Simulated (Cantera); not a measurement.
Premixed flame

A freely propagating, adiabatic, planar premixed flame of 6.93 % CH4, 18.2 % O2, 74.8 % N2, unburnt at 425 K and 4730 Torr; mixture-averaged transport, grid criteria slope 0.08 and curve 0.16, no radiation.

Cantera simulation using GRI-Mech 3.0 (53 species, 325 reactions); the numbers are that mechanism's predictions, not measurements. Burning velocities carry a grid error of a few per cent, more on coarse grids.

| z (mm) | T (K) | u (m/s) | x CH4 | x O2 | x HCN | x C2H6 | x CH3 | x C2H |
|---|---|---|---|---|---|---|---|---|
| -0.553 | 426 | 0.157 | 0.0692 | 0.182 | <1e-8 | 5.49e-8 | <1e-8 | <1e-8 |
| -0.369 | 437 | 0.161 | 0.0686 | 0.182 | <1e-8 | 1.12e-6 | 1.03e-8 | <1e-8 |
| -0.277 | 467 | 0.172 | 0.0668 | 0.179 | <1e-8 | 5.63e-6 | 4.07e-8 | <1e-8 |
| -0.184 | 598 | 0.221 | 0.0598 | 0.169 | 1.60e-8 | 4.07e-5 | 4.41e-7 | <1e-8 |
| -0.0922 | 1019 | 0.379 | 0.0374 | 0.132 | 8.27e-8 | 0.000245 | 3.09e-5 | <1e-8 |
| -0.0461 | 1368 | 0.510 | 0.0187 | 0.0986 | 1.56e-7 | 0.000357 | 0.000269 | <1e-8 |
| 0 | 1709 | 0.637 | 0.00251 | 0.0632 | 2.43e-7 | 3.02e-5 | 0.000372 | 1.67e-8 |
| 0.0461 | 1845 | 0.683 | 3.39e-5 | 0.0494 | 1.05e-7 | <1e-8 | 9.28e-6 | <1e-8 |
| 0.0922 | 1894 | 0.700 | 3.65e-7 | 0.0462 | 2.57e-8 | <1e-8 | 1.19e-7 | <1e-8 |
| 0.184 | 1930 | 0.711 | <1e-8 | 0.0446 | <1e-8 | <1e-8 | <1e-8 | <1e-8 |
| 0.369 | 1946 | 0.716 | <1e-8 | 0.0441 | <1e-8 | <1e-8 | <1e-8 | <1e-8 |
| 0.738 | 1949 | 0.718 | <1e-8 | 0.0441 | <1e-8 | <1e-8 | <1e-8 | <1e-8 |
| 1.48 | 1950 | 0.718 | <1e-8 | 0.0441 | <1e-8 | <1e-8 | <1e-8 | <1e-8 |
x: mole fraction of selected species; z is measured from the peak of heat release.

The laminar burning velocity comes out as 15.6 cm/s and the thermal thickness is 0.184 mm. The peak x(HCN) is 2.43e-7 and the peak x(C2H6) is 0.000364. The peak x(CH3) comes out as 0.000517 and the peak x(C2H) comes out as 1.95e-8.
